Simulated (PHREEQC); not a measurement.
A solution holds 0.018 mol/kgw K2SiO3, at 25 °C. Closed to the air; pH follows from the charge balance.

Computed with PHREEQC (ion-association model, phreeqc.dat).

Each row changes one thing in this solution. Precipitation was switched off in this run.

```
case                                               pH  ionic strength (mol/kgw)
----------------------------------------------  -----  ------------------------
as made                                         12.11                    0.0383
diluted 2-fold with water                       11.86                    0.0186
K2SiO3 from 0.018 to 0.0018 mol/kgw             11.23                   0.00362
temperature from 25 to 20 °C                    12.28                       [?]
K2SiO3 replaced by K2HPO4 at the same molality    [?]                    0.0529
0.0019 mol/kgw NaHCO3 added                       [?]                    0.0418
K2SiO3 replaced by K3PO4 at the same molality     [?]                    0.0900
0.0048 mol/kgw HNO3 added                       11.98                       [?]
```

Question: Some entries are withheld; supply them.

Answer: 
- temperature from 25 to 20 °C, ionic strength (mol/kgw): 0.0384
- K2SiO3 replaced by K2HPO4 at the same molality, pH: 9.32
- 0.0019 mol/kgw NaHCO3 added, pH: 12.06
- K2SiO3 replaced by K3PO4 at the same molality, pH: 11.82
- 0.0048 mol/kgw HNO3 added, ionic strength (mol/kgw): 0.0377

Complexes and solids missing from the database can't appear.
